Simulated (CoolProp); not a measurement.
Vapour pressure (MPa) of R1132(E): the reference equation beside estimates from Tc = 75.7 °C, pc = 5.174 MPa, ω = 0.245. Clausius-Clapeyron is anchored at -5.55 °C with a constant enthalpy of vaporisation of 16.53 kJ/mol.

Values from CoolProp's reference Helmholtz-energy equation of state, Akasaka 2024.

```tsv
T (°C)	reference	Lee-Kesler	Clausius-Clapeyron	van der Waals	Redlich-Kwong	Soave-Redlich-Kwong	Peng-Robinson
-5.55	0.6843	0.6861	0.6843	1.629	0.9371	0.6875	0.6800
-2.55	0.7535	0.7556	0.7430	1.718	1.018	0.7575	0.7489
0.55	0.8303	0.8326	0.8075	1.812	1.107	0.8354	0.8255
3.55	0.9101	0.9126	0.8736	1.907	1.198	…	0.9051
6.55	0.9955	0.9980	0.9436	2.005	1.293	1.003	0.9904
9.65	1.090	1.092	1.020	2.109	1.398	1.099	1.085
12.65	1.187	1.190	1.098	2.213	…	1.198	1.182
15.65	1.291	1.293	1.181	2.320	…	1.303	1.286
18.75	1.405	1.407	1.270	2.434	…	1.419	1.401
21.75	1.522	1.524	1.361	2.548	1.861	…	1.519
24.75	…	1.648	1.457	2.665	1.990	1.665	1.644
```

Task: Complete the blanks.

Result: 
- 3.55, Soave-Redlich-Kwong: 0.9164
- 12.65, Redlich-Kwong: 1.504
- 15.65, Redlich-Kwong: 1.616
- 18.75, Redlich-Kwong: 1.738
- 21.75, Soave-Redlich-Kwong: 1.539
- 24.75, reference: 1.647

Absolute difference from the reference over all 11 rows, mean and median: Lee-Kesler 0.2 and 0.3 %, Clausius-Clapeyron 6.1 and 6.4 %, van der Waals 96.1 and 93.5 %, Redlich-Kwong 28.5 and 28.3 %, Soave-Redlich-Kwong 0.8 and 0.8 %, Peng-Robinson 0.4 and 0.5 %.
